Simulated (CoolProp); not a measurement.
Saturation properties of propylene (Tc = 91.1 °C, pc = 4555 kPa, ω = 0.146).

Model: reference Helmholtz-energy equation of state, Lemmon 2013, in CoolProp.

```csv
T (°C),p (kPa),liquid density (kg/m³),enthalpy of vaporisation (kJ/kg),vapour Z,liquid viscosity (µPa s),liquid conductivity (mW/(m K))
-88.65,9.671,658.7,481.2,0.9936,330,162
-83.65,13.71,653.0,…,0.9917,307,160
-78.55,19.17,647.1,471.2,0.9893,286,158
-73.45,26.28,641.1,466.1,0.9864,267,156
-68.35,35.38,635.1,460.9,0.9831,250,…
-63.25,46.85,629.1,455.6,0.9793,235,152
-58.15,61.11,622.9,450.3,0.9749,221,150
-53.15,78.23,616.9,444.9,0.9700,208,148
-48.05,99.35,610.6,439.4,…,197,146
-42.95,…,604.2,433.6,0.9582,186,144
-37.85,154.8,597.8,427.8,0.9514,176,141
-32.75,190.1,591.2,421.7,0.9439,166,139
-27.75,…,584.7,415.6,0.9358,158,137
-22.65,278.1,578.0,409.2,0.9269,150,134
```

### Question
Complete the blanks.

### Answer

- -83.65, enthalpy of vaporisation (kJ/kg): 476.3
- -68.35, liquid conductivity (mW/(m K)): 154
- -48.05, vapour Z: 0.9644
- -42.95, p (kPa): 124.7
- -27.75, p (kPa): 230.5

It boils at -47.6 °C under 1 atm.

Viscosity comes from a separate model (Huber 2003), an estimate that may be off by 10 % or more. Thermal conductivity comes from a separate model (Huber 2003), an estimate that may be off by 10 % or more.
